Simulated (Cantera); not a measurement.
Input: 1 mol CCl₄, 0.035 mol Si, 0.13 mol H₂, at 1.80 Pa.

Cantera equilibrium calculation (NASA polynomials, part measured and part estimated; ideal gas, pure solids and liquids). Candidate condensed phases: C, C₆H₆, C₇H₈, C₈H₁₈, Si, SiC; 109 gas species. The tables' values for SiCl are old estimates; treat these amounts as uncertain. The numbers say what is thermodynamically allowed, not how fast it happens. All values below are at 2000 °C.

Base state: Cl 0.930, H 0.0454, HCl 0.0149, Si 0.00707, SiC₂ 0.000888, C₃ 0.000561, H₂ 0.000527, C 0.000298 (mole fractions); condensed: C(graphite).

Question: What changes in the equilibrium state with this change: H₂ from 0.13 to 0.29 mol?

Answer: 
```
species             before     after
----------------  --------  --------
Cl                   0.930     0.864
H                   0.0454    0.0957
HCl                 0.0149    0.0292
Si                 0.00707   0.00671
H₂                0.000527   0.00233
C₂H                7.22e-6   1.52e-5
SiCl₂             0.000132  0.000108
C(graphite), mol     0.984     0.983
```

Question: What changes in the equilibrium state with this change: pressure from 1.80 Pa to 3.10 Pa?

Answer: 
```csv
species,before,after
Cl,0.930,0.930
H,0.0454,0.0387
HCl,0.0149,0.0219
Si,0.00707,0.00680
SiCl₂,0.000132,0.000377
C,0.000298,0.000173
C₃,0.000561,0.000326
C₂,4.96e-5,2.88e-5
"C(graphite), mol",0.984,0.988
```
